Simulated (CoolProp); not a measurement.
trans-2-butene along the isotherm 473.6 K: fugacity coefficient from the reference equation and from simpler models built on Tc = 428.6 K, pc = 4019 kPa, ω = 0.210; each cubic takes its own stable root.

Values from CoolProp's reference Helmholtz-energy equation of state, Lemmon 2005. It is a short technical equation, of lower accuracy than the large ones.

```csv
p (kPa),phase,reference,van der Waals,Redlich-Kwong,Soave-Redlich-Kwong,Peng-Robinson
223,gas,0.9862,0.9871,0.9859,0.9865,0.9846
447,gas,0.9724,0.9742,0.9719,0.9731,0.9694
670,gas,0.9588,0.9614,0.9580,0.9598,0.9544
893,gas,0.9452,0.9487,0.9442,0.9466,0.9395
1120,gas,0.9315,0.9357,0.9302,0.9333,0.9245
1340,gas,0.9183,0.9231,0.9168,0.9205,0.9102
1560,gas,0.9051,0.9106,0.9035,0.9077,0.8959
1790,gas,0.8914,0.8975,0.8896,0.8945,0.8812
2010,gas,0.8784,0.8850,0.8764,0.8819,0.8673
```
